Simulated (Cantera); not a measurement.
**Premixed flame**

A freely propagating, adiabatic, planar premixed flame of H₂ : O₂ : N₂ = 1 : 0.263 : 0.989 (molar parts), unburnt at 325 K and 500000 Pa; mixture-averaged transport, grid criteria slope 0.08 and curve 0.16, no radiation.

Detailed kinetics in Cantera: the H2/O2 subset of GRI-Mech 3.0, which has no nitrogen chemistry. The hydrogen kinetics of GRI-Mech 3.0 are dated; newer H2 mechanisms differ, most at raised pressure. Burning velocities carry a grid error of a few per cent, more on coarse grids.

| z (mm) | T (K) | u (m/s) | x H₂ | x O₂ | x HO₂ | x H | x H₂O | x OH |
|---|---|---|---|---|---|---|---|---|
| -0.136 | 325 | 3.25 | 0.444 | 0.117 | <1e-8 | <1e-8 | <1e-8 | <1e-8 |
| -0.0905 | 325 | 3.25 | 0.444 | 0.117 | <1e-8 | <1e-8 | 2.81e-8 | <1e-8 |
| -0.0679 | 325 | 3.25 | 0.444 | 0.117 | 2.52e-8 | <1e-8 | 3.85e-7 | <1e-8 |
| -0.0453 | 327 | 3.26 | 0.443 | 0.117 | 9.38e-7 | <1e-8 | 1.21e-5 | <1e-8 |
| -0.0226 | 403 | 3.92 | 0.426 | 0.119 | 0.000287 | 2.91e-6 | 0.00247 | 1.82e-5 |
| -0.0113 | 728 | 6.82 | 0.387 | 0.112 | 0.00103 | 0.00156 | 0.0297 | 0.000838 |
| 0 | 1154 | 10.6 | 0.331 | 0.0861 | 0.000433 | 0.0118 | 0.0909 | 0.00133 |
| 0.0113 | 1462 | 13.2 | 0.275 | 0.0505 | 0.000206 | 0.0270 | 0.161 | 0.00231 |
| 0.0226 | 1641 | 14.8 | 0.238 | 0.0234 | 9.00e-5 | 0.0372 | 0.211 | 0.00304 |
| 0.0453 | 1797 | 16.2 | 0.215 | 0.00405 | 1.47e-5 | 0.0398 | 0.249 | 0.00334 |
| 0.0905 | 1905 | 17.0 | 0.217 | 0.000350 | 1.38e-6 | 0.0309 | 0.258 | 0.00305 |
| 0.181 | 1990 | 17.7 | 0.223 | 8.72e-5 | 4.31e-7 | 0.0205 | 0.261 | 0.00234 |
| 0.362 | 2052 | 18.2 | 0.227 | 3.30e-5 | 1.77e-7 | 0.0123 | 0.263 | 0.00156 |
x: mole fraction of selected species; z is measured from the peak of heat release.

| Item | Result |
|---|---|
| laminar burning velocity | 325 cm/s |
| thermal thickness | 0.0453 mm |
| peak x(HO₂) | 0.00115 |
| peak x(H) | 0.0406 |
| peak x(OH) | 0.00334 |
| grid points | 113 |
